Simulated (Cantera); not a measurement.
A freely propagating, adiabatic, planar premixed flame of 31.6 % H2, 14.4 % O2, 54.0 % N2, equivalence ratio 1.1, unburnt at 398 K and 180000 Pa; mixture-averaged transport, grid criteria slope 0.08 and curve 0.16, no radiation.

Detailed kinetics in Cantera: the H2/O2 subset of GRI-Mech 3.0, which has no nitrogen chemistry. Burning velocities carry a grid error of a few per cent, more on coarse grids.

x: mole fraction of selected species; z is measured from the peak of heat release.

| z (mm) | T (K) | u (m/s) | x H2 | x O2 | x H2O | x H | x H2O2 | x HO2 |
|---|---|---|---|---|---|---|---|---|
| -0.544 | 398 | 3.99 | 0.316 | 0.144 | <1e-8 | <1e-8 | <1e-8 | <1e-8 |
| -0.363 | 398 | 3.99 | 0.316 | 0.144 | <1e-8 | <1e-8 | <1e-8 | <1e-8 |
| -0.272 | 398 | 3.99 | 0.316 | 0.144 | 1.44e-8 | <1e-8 | <1e-8 | <1e-8 |
| -0.181 | 398 | 3.99 | 0.316 | 0.144 | 7.30e-7 | <1e-8 | <1e-8 | 1.34e-7 |
| -0.0907 | 417 | 4.13 | 0.307 | 0.145 | 0.000459 | 3.22e-6 | 7.70e-6 | 0.000119 |
| -0.0454 | [?] | 6.70 | [?] | 0.141 | [?] | [?] | [?] | [?] |
| 0 | 1197 | 11.0 | 0.176 | 0.106 | 0.105 | 0.0229 | 1.89e-5 | 0.000178 |
| 0.0454 | 1537 | 14.0 | 0.0945 | 0.0523 | 0.202 | 0.0435 | 4.44e-6 | 7.48e-5 |
| 0.0907 | 1711 | 15.5 | 0.0637 | 0.0275 | 0.245 | 0.0464 | 2.54e-6 | 3.56e-5 |
| 0.181 | 1883 | 16.9 | 0.0549 | 0.0174 | 0.264 | 0.0379 | 1.33e-6 | 1.92e-5 |
| 0.363 | 2045 | 18.2 | 0.0524 | 0.0133 | 0.277 | 0.0266 | 7.31e-7 | 1.20e-5 |
| 0.726 | 2191 | 19.3 | 0.0483 | [?] | 0.291 | [?] | [?] | [?] |
| 1.45 | 2306 | 20.1 | 0.0435 | 0.00633 | 0.304 | 0.0108 | 3.13e-7 | 4.01e-6 |

Problem. Fill in the missing entries.

Solution. 
- -0.0454, T (K): 701
- -0.0454, x H2: 0.265
- -0.0454, x H2O: 0.0226
- -0.0454, x H: 0.00271
- -0.0454, x H2O2: 9.63e-5
- -0.0454, x HO2: 0.000498
- 0.726, x O2: 0.00950
- 0.726, x H: 0.0173
- 0.726, x H2O2: 4.53e-7
- 0.726, x HO2: 7.07e-6
